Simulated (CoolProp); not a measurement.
Saturation properties of octamethylcyclotetrasiloxane (D4) (Tc = 586.5 K, pc = 1.347 MPa, ω = 0.598).

Values from CoolProp's reference Helmholtz-energy equation of state, Thol 2015.

```tsv
T (K)	p (MPa)	liquid density (kg/m³)	vapour density (kg/m³)	enthalpy of vaporisation (kJ/kg)
453.4	0.1135	759.0	9.741	129.1
458.4	0.1282	751.8	10.98	127.0
463.3	0.1440	744.7	12.32	125.0
468.2	0.1613	737.4	13.78	122.9
473.2	0.1806	729.8	15.43	120.8
478.1	0.2012	722.3	17.19	118.6
483	[?]	714.6	19.13	[?]
488	0.2481	706.5	21.29	114.1
492.9	[?]	698.5	23.62	111.8
497.8	0.3025	690.2	26.16	109.4
502.8	0.3335	681.5	29.01	106.9
```

**Question.** What belongs in the gaps?

**Answer.** 
- 483, p (MPa): 0.2235
- 483, enthalpy of vaporisation (kJ/kg): 116.4
- 492.9, p (MPa): 0.2743

It boils at 448.9 K under 1 atm.
